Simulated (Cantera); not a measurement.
A Cantera script and its output.

```python
import numpy as np
import cantera as ct

gas = ct.Solution("SiF4_NH3_mec.yaml", "gas")
gas.TPX = 2323, 200000, {'NH3': 0.2, 'N2': 15}
reactor = ct.IdealGasConstPressureReactor(gas, energy="off", clone=False)
net = ct.ReactorNet([reactor])
net.rtol, net.atol = 1e-08, 1e-18
show = ['NH3', 'H2', 'N2', 'N', 'NH2', 'N2H4']
times = np.geomspace(0.0002, 20, 15)

steps = ct.SolutionArray(gas, extra=["t"])
rows = []
print(f"{'t/s':>10s}{'T/K':>9s}{'P/Pa':>11s}" + "".join(f"{s:>11s}" for s in show))
for t in times:
    while net.time < t:
        t_next = net.step()
        steps.append(gas.state, t=t_next)
    rows.append([np.interp(t, steps.t, y) for y in (steps.T, steps.P, *steps(*show).X.T)])
    print(f"{t:10.3e}{rows[-1][0]:9.1f}{rows[-1][1]:11.4g}" + "".join(f"{x:11.3e}" for x in rows[-1][2:]))
rate = np.gradient(steps.T, steps.t)
print("integrator steps:", len(steps.t))
if steps.T.max() > steps.T[0] + 200:
    print(f"time of steepest temperature rise: {steps.t[rate.argmax()]:.4e} s")
gas.TPX = 2323, 200000, {'NH3': 0.2, 'N2': 15}
gas.equilibrate("TP")
print(f"equilibrium (TP): T = {gas.T:.1f} K  " + "  ".join(f"{s} {gas[s].X[0]:.3e}" for s in show))
```

Output:

```
       t/s      T/K       P/Pa        NH3         H2         N2          N        NH2       N2H4
 2.000e-04   2323.0      2e+05  1.101e-02  2.769e-03  9.858e-01  2.230e-06  3.769e-04  1.398e-08
 4.552e-04   2323.0      2e+05  8.759e-03  6.204e-03  9.847e-01  4.019e-06  2.595e-04  6.624e-09
 1.036e-03   2323.0      2e+05  5.242e-03  1.150e-02  9.830e-01  5.507e-06  1.530e-04  2.304e-09
 2.358e-03   2323.0      2e+05  1.674e-03  1.683e-02  9.812e-01  5.704e-06  6.114e-05  3.678e-10
 5.365e-03   2323.0      2e+05  1.392e-04  1.905e-02  9.804e-01  3.907e-06  9.511e-06  8.897e-12
 1.221e-02   2323.0      2e+05  3.795e-06  1.904e-02  9.801e-01  1.006e-06  5.400e-07  2.868e-14
 2.779e-02   2323.0      2e+05  4.434e-07  1.894e-02  9.800e-01  2.290e-07  7.874e-08  6.097e-16
 6.325e-02   2323.0      2e+05  1.456e-07  1.894e-02  9.800e-01  7.745e-08  2.612e-08  6.709e-17
 1.439e-01   2323.0      2e+05  7.737e-08  1.894e-02  9.800e-01  4.116e-08  1.388e-08  1.895e-17
 3.276e-01   2323.0      2e+05  6.595e-08  1.894e-02  9.800e-01  3.509e-08  1.183e-08  1.377e-17
 7.455e-01   2323.0      2e+05  6.562e-08  1.894e-02  9.800e-01  3.491e-08  1.177e-08  1.363e-17
 1.697e+00   2323.0      2e+05  6.562e-08  1.894e-02  9.800e-01  3.491e-08  1.177e-08  1.363e-17
 3.861e+00   2323.0      2e+05  6.562e-08  1.894e-02  9.800e-01  3.491e-08  1.177e-08  1.363e-17
 8.788e+00   2323.0      2e+05  6.562e-08  1.894e-02  9.800e-01  3.491e-08  1.177e-08  1.363e-17
 2.000e+01   2323.0      2e+05  6.562e-08  1.894e-02  9.800e-01  3.491e-08  1.177e-08  1.363e-17
integrator steps: 1401
equilibrium (TP): T = 2323.0 K  NH3 6.562e-08  H2 1.894e-02  N2 9.800e-01  N 3.491e-08  NH2 1.177e-08  N2H4 1.363e-17
```

Computed with Cantera and the gas-phase N/H chemistry of the illustrative SiF4/NH3 mechanism in the Surface Chemkin manual (1991). Walls and surfaces, which speed up NH3 decomposition in real reactors, are not modelled.
